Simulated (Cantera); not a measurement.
Input: 1 mol TEOS, 3.6 mol NO, 47 mol N₂, equilibrated at 0.140 bar.

Method: chemical equilibrium by Gibbs-energy minimisation in Cantera with the NASA 1993 tables (ideal gas, pure condensed phases). Candidate condensed phases: C, C₆H₆, C₇H₈, C₈H₁₈, H₂O, Si, SiC, SiO₂, Si₂N₂O, Si₃N₄; 151 gas species. The feed counts by its element totals alone. Mutual solubility and eutectic melting of coexisting phases are not modelled. Rates play no part.

Q: What share of the Si ends up in condensed phases as a function of T (K), at 923, 1123, 1323, 1523, 1723, 1923, 2123?

A: 
| T (K) | Si condensed (%) | as |
|---|---|---|
| 923 | 100.0 | SiO₂(β-quartz) |
| 1123 | 100.0 | SiO₂(β-quartz) |
| 1323 | 100.0 | Si₂N₂O(s) |
| 1523 | 99.9 | Si₂N₂O(s) |
| 1723 | 95.1 | SiC(s) + Si₂N₂O(s) |
| 1923 | 64.9 | SiC(s) |
| 2123 | 56.2 | SiC(s) |
